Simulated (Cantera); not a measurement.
A closed system holds: 1 mol CH4, 0.19 mol NH3, equilibrated at 15.0 Pa.

These are equilibrium values from Cantera (NASA tables, ideal gas, pure condensed phases), not measurements of a reactor. Candidate condensed phases: C, C6H6, C7H8, C8H18; 92 gas species. Equilibrium is a limit: real reactors are often held back by kinetics, nucleation or transport.

Problem. At 1448 K, list the 4 most abundant gas species with their mole fractions, and the condensed phases.

Solution. H2 0.959, N2 0.0398, H 0.000737, HCN 0.000141. Condensed: C(graphite).
